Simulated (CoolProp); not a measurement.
Vapour-liquid equilibrium of R134a (1) + n-butane (2) at 1.54 bar; x and y are mole fractions of (1).

Model: multi-fluid Helmholtz-energy mixture model, Tillner-Roth 1994 and Bücker 2006; pair parameters Bell 2016, in CoolProp.

```csv
x,"bubble temperature, mixture model (K)","bubble temperature, Raoult's law (K)","y, mixture model","y, Raoult's law"
0.05,___,281.7,___,0.128
0.125,259.8,278.4,0.632,0.287
0.2,___,275.5,0.698,0.414
0.275,___,272.9,0.724,0.518
0.35,254.0,270.6,0.734,0.605
0.425,253.8,268.4,___,0.679
0.5,253.8,266.5,0.738,0.741
0.575,253.8,264.7,0.738,0.796
0.65,253.7,263.0,0.742,0.843
0.725,253.7,261.5,0.751,0.884
0.8,253.7,260.1,___,0.921
0.875,254.0,258.7,___,0.953
0.95,255.1,257.4,0.898,0.982
```

Task: Complete the blanks.

Result: 
- 0.05, bubble temperature, mixture model (K): 269.6
- 0.05, y, mixture model: 0.428
- 0.2, bubble temperature, mixture model (K): 256.0
- 0.275, bubble temperature, mixture model (K): 254.5
- 0.425, y, mixture model: 0.737
- 0.8, y, mixture model: 0.772
- 0.875, y, mixture model: 0.813

The largest gap from Raoult's law is -19.5 K in bubble temperature, at x = 0.2. y crosses x between x = 0.725 and 0.8: the model has an azeotrope there.

Pair parameters are fitted to limited data, so mixtures are less certain than the pure fluids. With so large a gap from Raoult's law the liquid may split in two, which this calculation doesn't test in full.
